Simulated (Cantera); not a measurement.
Input: 1 mol V, 0.019 mol O2, 2.3 mol N2, equilibrated at 72.0 Pa.

Cantera equilibrium calculation (NASA polynomials, part measured and part estimated; ideal gas, pure solids and liquids). Candidate condensed phases: V, VN, VO, V2O3, V2O4, V2O5; 13 gas species. Condensed phases not in the tables: V2N, N, O or C dissolved in the metal. Equilibrium is a limit: real reactors are often held back by kinetics, nucleation or transport.

x: gas mole fraction; n: condensed amount in mol.

| T (K) | x N2 | x V | x VO | x VO2 | x O | x N | x VN | n V(l) |
|---|---|---|---|---|---|---|---|---|
| 2225 | 0.919 | 0.0661 | 0.0144 | 0.000375 | 1.25e-6 | 5.98e-7 | 2.70e-6 | 0.797 |
| 2300 | … | … | 0.0135 | … | … | … | … | … |
| 2375 | 0.697 | 0.292 | 0.0114 | 6.14e-5 | 2.11e-6 | 2.69e-6 | 1.04e-5 | 0 |
| 2450 | 0.697 | 0.292 | 0.0114 | 6.55e-5 | 5.82e-6 | 5.67e-6 | 1.03e-5 | 0 |
| 2525 | 0.697 | 0.292 | 0.0114 | 6.96e-5 | … | … | 1.03e-5 | 0 |
| 2600 | 0.697 | 0.292 | 0.0113 | 7.35e-5 | 3.73e-5 | 2.22e-5 | 1.03e-5 | 0 |
| 2675 | 0.697 | 0.292 | 0.0113 | 7.70e-5 | 8.72e-5 | 4.14e-5 | 1.03e-5 | 0 |
| 2750 | 0.697 | 0.292 | 0.0112 | 7.97e-5 | 0.000193 | 7.47e-5 | 1.03e-5 | 0 |

Q: Some entries are withheld; supply them.

A: 
- 2300, x N2: 0.833
- 2300, x V: 0.153
- 2300, x VO2: 0.000152
- 2300, x O: 1.61e-6
- 2300, x N: 1.33e-6
- 2300, x VN: 5.94e-6
- 2300, n V(l): 0.540
- 2525, x O: 1.52e-5
- 2525, x N: 1.14e-5
